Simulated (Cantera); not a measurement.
Charge: 1 mol SiH2Cl2, 14 mol N2, 0.68 mol H2, at 7.00 mbar.

These are equilibrium values from Cantera (NASA tables, ideal gas, pure condensed phases), not measurements of a reactor. Candidate condensed phases: NH4Cl, Si, Si3N4; 28 gas species. N2 is the only nitrogen source here; it is nearly inert below about 1500 K, so the nitride shown seldom forms there in practice. The tables' values for SiCl3 are old estimates; treat these amounts as uncertain. The numbers say what is thermodynamically allowed, not how fast it happens. All values below are at 1425 K.

Base state: N2 0.835, HCl 0.101, H2 0.0538, SiCl2 0.00820, SiCl3 0.00124, SiCl4 0.000736, SiHCl3 3.06e-5, Cl 2.91e-5 (mole fractions); condensed: Si3N4(s).

Problem. What changes in the equilibrium state with this change: H2 from 0.68 to 0.3 mol?

Solution. 
```
species          before    after
-------------  --------  -------
N2                0.835    0.856
HCl               0.101   0.0945
H2               0.0538   0.0353
SiCl2           0.00820   0.0108
SiCl4          0.000736  0.00129
SiCl3           0.00124  0.00188
Si3N4(s), mol     0.279    0.260
```
